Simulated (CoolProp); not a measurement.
Properties of n-undecane along the isobar 101 kPa (Tc = 365.7 °C, pc = 1990 kPa, ω = 0.539).

Computed with CoolProp (reference Helmholtz-energy equation of state, Aleksandrov 2011). It is a short technical equation, of lower accuracy than the large ones.

```json
[
 {"T (°C)": "-16.35", "phase": "liquid", "cv (kJ/(kg K))": "1.651", "expansivity (1/kK)": "1.020"},
 {"T (°C)": "-3.55", "phase": "liquid", "cv (kJ/(kg K))": "1.695", "expansivity (1/kK)": "1.021"},
 {"T (°C)": "9.25", "phase": "liquid", "cv (kJ/(kg K))": "1.740", "expansivity (1/kK)": "1.026"},
 {"T (°C)": "22.05", "phase": "liquid", "cv (kJ/(kg K))": "1.786", "expansivity (1/kK)": "1.033"},
 {"T (°C)": "34.75", "phase": "liquid", "cv (kJ/(kg K))": "1.834", "expansivity (1/kK)": "1.044"},
 {"T (°C)": "47.55", "phase": "liquid", "cv (kJ/(kg K))": "1.883", "expansivity (1/kK)": "1.057"},
 {"T (°C)": "60.35", "phase": "liquid", "cv (kJ/(kg K))": "1.933", "expansivity (1/kK)": "1.074"},
 {"T (°C)": "73.15", "phase": "liquid", "cv (kJ/(kg K))": "1.984", "expansivity (1/kK)": "1.093"},
 {"T (°C)": "85.85", "phase": "liquid", "cv (kJ/(kg K))": "2.034", "expansivity (1/kK)": "1.116"}
]
```
